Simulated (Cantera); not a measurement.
An adiabatic, constant-pressure homogeneous reactor starts with 13.1 % H2, 18.3 % O2, 68.6 % N2, equivalence ratio 0.36, at 1748 K and 1.10 bar.

Model: GRI-Mech 3.0 (53 species, 325 reactions), integrated in Cantera.

**Question.** Predict: time of steepest temperature rise; temperature at 2.00 s; equilibrium temperature; x(H2) at 2.00 s; x(O2) at 2.00 s; x(OH) at 2.00 s; x(HO2) at 2.00 s; x(NO) at 2.00 s; x(H2O) at 2.00 s; x(NO2) at 2.00 s.

**Answer.** 
| Item | Value |
|---|---|
| time of steepest temperature rise | 7.48 µs |
| temperature at 2.00 s | 2505 K |
| equilibrium temperature | 2505 K |
| x(H2) at 2.00 s | 0.00227 (gas-phase equilibrium 0.00227) |
| x(O2) at 2.00 s | 0.112 (gas-phase equilibrium 0.112) |
| x(OH) at 2.00 s | 0.0140 (gas-phase equilibrium 0.0140) |
| x(HO2) at 2.00 s | 1.05e-5 (gas-phase equilibrium 1.05e-5) |
| x(NO) at 2.00 s | 0.0162 (gas-phase equilibrium 0.0162) |
| x(H2O) at 2.00 s | 0.130 (gas-phase equilibrium 0.130) |
| x(NO2) at 2.00 s | 1.09e-5 (gas-phase equilibrium 1.09e-5) |
